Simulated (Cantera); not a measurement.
What does this Cantera script print?

```python
import numpy as np
import cantera as ct

gas_names = """
    Cu CuF CuF2 Cu2 F F2
""".split()
cond_names = """
    Cu(cr) Cu(L) CuF2(s) CuF2(L)
""".split()


# ... load() reads the species with a 1 bar reference pressure and builds the phases ...
atoms = {
    'Cu': {'Cu': 1},
    'F2': {'F': 2},
}
top_T = {}  # K; cautious upper limits of use, not melting points


# ... equilibrate(T, P, feed) seeds the gas with the atoms and calls Mixture.equilibrate('TP', solver="vcs", rtol=1e-11, max_steps=5000) ...
results = []
feed = {'Cu': 1, 'F2': 6.6}  # mol
T = 1248.15  # K
P = 100  # Pa
mix = equilibrate(T, P, feed)
results.append((T, P, feed, dict(zip(mix.species_names, mix.species_moles))))
x = sorted(zip(gas.X, gas.species_names), reverse=True)
print(f"T = {T:g} K  P = {P:g} Pa  gas = {mix.phase_moles(0):.4g} mol")
print("   x: " + "  ".join(f"{s} {v:.3e}" for v, s in x if v > 0.001))
print("   condensed (mol): " + ("  ".join(f"{mix.phase(i).name} {mix.phase_moles(i):.4g}"
      for i in range(1, mix.n_phases) if mix.phase_moles(i) > 1e-12) or "none"))
```

It prints:

```
T = 1248.15 K  P = 100 Pa  gas = 12.18 mol
   x: F 9.162e-01  CuF2 8.210e-02  F2 1.671e-03
   condensed (mol): none
```

Equilibrium computed with Cantera from the NASA thermochemical tables; the gas is ideal and each condensed phase is pure.
